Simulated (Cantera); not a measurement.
Feed: 1 mol FeS2, 1.1 mol O2, 3.8 mol N2, held at 0.0133 bar.

These are equilibrium values from Cantera (NASA tables, ideal gas, pure condensed phases), not measurements of a reactor. Candidate condensed phases: Fe, FeO, FeS, FeSO4, FeS2, Fe2O3, Fe2(SO4)3, Fe3O4, S; 19 gas species. Gases not in the tables: S3 to S7. Kinetics and transport are ignored.

**Question.** At 723 K, list the 4 most abundant gas species with their mole fractions, and the condensed phases.

**Answer.** N2 0.821, SO2 0.178, S2 0.000697, S2O 4.30e-5. Condensed: FeS2(s) + Fe3O4(s).
